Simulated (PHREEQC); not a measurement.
Na2CO3 is added in steps, without added water, to 1 kg of water holding 0.0035 mol H2SO4, 0.00014 mol NiSO4 and 4.8e-05 mol Na2SO4, at 85 °C. O2 is buffered at 0.21 atm. The system is closed to CO2. Solids allowed: Ni(OH)2, NiCO3, Ni4(OH)6SO4, Mirabilite, Morenosite, Nahcolite, Natron. Others were left out.

Base run: PHREEQC, ion-association model, wateq4f.dat. Each further column changes one thing. The table gives NiCO3 (mol/kgw).

| Na2CO3 added (mol) | base | Na2SO4 from 4.8e-05 to 9.6e-05 mol/kgw | H2SO4 from 0.0035 to 0.00035 mol/kgw | 5.7e-05 mol/kgw TMAH added | no solid may form |
|---|---|---|---|---|---|
| 0 | 0 | 0 | 0 | 0 | 0 |
| 0.001187 | 3.03e-12 | 3.05e-12 | ___ | 3.11e-12 | 3.03e-12 |
| 0.002375 | 2.98e-11 | 3.00e-11 | 8.43e-5 | 3.15e-11 | 2.98e-11 |
| 0.003563 | 3.85e-7 | 3.83e-7 | 6.20e-5 | ___ | 3.85e-7 |
| 0.00475 | 6.50e-5 | 6.48e-5 | 4.94e-5 | ___ | 6.50e-5 |
| 0.005938 | 0.000118 | 0.000118 | 4.14e-5 | 0.000119 | 0.000118 |
| 0.007125 | 0.000126 | 0.000126 | ___ | ___ | 0.000126 |
| 0.008313 | 8.71e-5 | 8.72e-5 | 3.19e-5 | 8.56e-5 | 8.71e-5 |
| 0.0095 | 6.48e-5 | 6.49e-5 | 2.89e-5 | ___ | 6.48e-5 |

Task: What belongs in the gaps?

Result: 
- 0.001187, H2SO4 from 0.0035 to 0.00035 mol/kgw: 0.000124
- 0.003563, 5.7e-05 mol/kgw TMAH added: 6.88e-7
- 0.00475, 5.7e-05 mol/kgw TMAH added: 6.72e-5
- 0.007125, H2SO4 from 0.0035 to 0.00035 mol/kgw: 3.59e-5
- 0.007125, 5.7e-05 mol/kgw TMAH added: 0.000125
- 0.0095, 5.7e-05 mol/kgw TMAH added: 6.40e-5

Away from 25 °C the constants follow the database's enthalpies or fits; those with neither stay at their 25 °C values. The database's nickel carbonate constants are estimates that later reviews lower a good deal. (CH3)4N+ isn't in the database: it is added as a free cation with an ion size of 4 Å.
